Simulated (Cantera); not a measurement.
Charge: 1 mol B2O3, 12 mol F2, 12 mol H2, at 7.00e-5 bar.

Cantera equilibrium calculation (NASA polynomials, part measured and part estimated; ideal gas, pure solids and liquids). Candidate condensed phases: B, B2O3, B3O3H3, H2O; 43 gas species. Rates play no part.

x: gas mole fraction; nothing condenses.

```tsv
T (K)	x HF	x H2O	x BF3	x BOF	x HBO2	x H2	x B3O3F3
825	0.783	0.130	0.0869	6.21e-6	1.93e-7	2.32e-8	1.49e-6
875	0.783	0.130	0.0869	4.37e-5	1.47e-6	9.16e-8	5.11e-6
925	0.783	0.130	0.0866	0.000248	8.91e-6	3.12e-7	1.52e-5
975	0.784	0.129	0.0855	0.00115	4.37e-5	9.33e-7	3.84e-5
1025	0.789	0.125	0.0818	0.00433	0.000167	2.48e-6	7.36e-5
1075	0.799	(withheld)	(withheld)	(withheld)	(withheld)	(withheld)	(withheld)
1125	0.816	0.0991	0.0576	0.0260	0.000847	1.20e-5	5.10e-5
1175	0.836	0.0811	0.0406	0.0415	0.00113	2.23e-5	1.71e-5
1225	0.852	0.0657	0.0259	0.0549	0.00123	3.88e-5	4.00e-6
1275	0.864	(withheld)	(withheld)	(withheld)	0.00123	(withheld)	(withheld)
1325	0.872	0.0476	0.00853	0.0709	0.00120	0.000107	1.50e-7
1375	0.876	0.0434	0.00459	0.0746	0.00118	0.000175	2.88e-8
```

Complete the blanks.


- 1075, x H2O: 0.115
- 1075, x BF3: 0.0727
- 1075, x BOF: 0.0124
- 1075, x HBO2: 0.000459
- 1075, x H2: 5.80e-6
- 1075, x B3O3F3: 8.55e-5
- 1275, x H2O: 0.0546
- 1275, x BF3: 0.0153
- 1275, x BOF: 0.0647
- 1275, x H2: 6.50e-5
- 1275, x B3O3F3: 7.95e-7
